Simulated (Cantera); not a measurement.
A closed system holds: 1 mol SiHCl₃, 26 mol N₂, equilibrated at 1175 °C and 0.000220 bar.

Equilibrium computed with Cantera from the NASA thermochemical tables; the gas is ideal and each condensed phase is pure. Candidate condensed phases: NH₄Cl, Si, Si₃N₄; 28 gas species. The tables' values for SiCl₃ are old estimates; treat these amounts as uncertain. Rates play no part.

Base state: N₂ 0.929, SiCl₂ 0.0338, HCl 0.0331, SiCl₃ 0.00162, H₂ 0.00131, Cl 0.000463, SiCl₄ 0.000284, H 2.25e-5 (mole fractions); condensed: gas only.

Task: What changes in the equilibrium state with this change: temperature from 1175 °C to 802 °C?

Result: 
```
species          before     after
-------------  --------  --------
N₂                0.929     0.945
HCl              0.0331    0.0347
SiCl₄          0.000284    0.0183
SiCl₂            0.0338  0.000326
H               2.25e-5   3.22e-8
Cl             0.000463   9.51e-7
SiCl₃           0.00162  0.000614
H₂              0.00131   0.00106
Si₃N₄(s), mol         0     0.159
```
N₂ is the only nitrogen source here; it is nearly inert below about 1500 K, so the nitride shown seldom forms there in practice.
